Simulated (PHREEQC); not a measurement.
Synthetic water in mmol/kgw, 25 °C, pH 6.7, pe 2.8: Na 4.65; K 0.000166; Ca 11.1; Mg 3.16; Cl 13.9; S(6) 1.1; Alkalinity (meq/kgw) 16.3; Fe(2) 0.874; Zn 0.0238; Li 0.203; Mn(2) 0.063.

Valence states are taken as typed.

The numbers come from PHREEQC with the ion-association model, phreeqc.dat.

This is a speciation only: nothing precipitates in the calculation.

**Question.** Order these C species by the share of C that they hold, largest first: MgHCO3+, HCO3-, CO2, FeHCO3+, CaHCO3+.

**Answer.** HCO3- (68 %), CO2 (25 %), CaHCO3+ (4.1 %), FeHCO3+ (1.6 %), MgHCO3+ (1.1 %)

**Question.** Order these Ca species by the share of Ca that they hold, largest first: CaHCO3+, Ca+2, CaSO4, CaCO3.

**Answer.** Ca+2 (89 %), CaHCO3+ (8.0 %), CaSO4 (2.5 %), CaCO3 (0.21 %)

The pH is 6.70 and the ionic strength 0.0453 mol/kgw. The solution is supersaturated, for example in Siderite, Rhodochrosite, so a real one may precipitate; this is no full list. The database's zinc carbonate complexes are estimates, stronger than later reviews accept.
